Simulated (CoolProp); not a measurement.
Properties of cyclopentane along the isotherm 550 K.

Values from CoolProp's reference Helmholtz-energy equation of state, Gedanitz 2015.

```csv
p (MPa),phase,isothermal compressibility (1/MPa),fugacity coefficient
0.0725,gas,13.85,0.9956
0.106,gas,9.496,0.9936
0.156,gas,6.472,0.9905
0.229,gas,4.429,0.9861
0.336,gas,3.040,0.9796
0.494,gas,2.089,0.9702
0.725,gas,1.446,0.9563
1.06,gas,1.013,0.9365
1.56,gas,0.7163,0.9072
2.29,gas,0.5218,0.8652
3.36,gas,0.4037,0.8049
4.94,supercritical,0.3697,0.7177
7.25,supercritical,0.2865,0.5933
10.6,supercritical,0.04251,0.4665
15.6,supercritical,0.01586,0.3757
22.9,supercritical,0.008303,0.3204
```
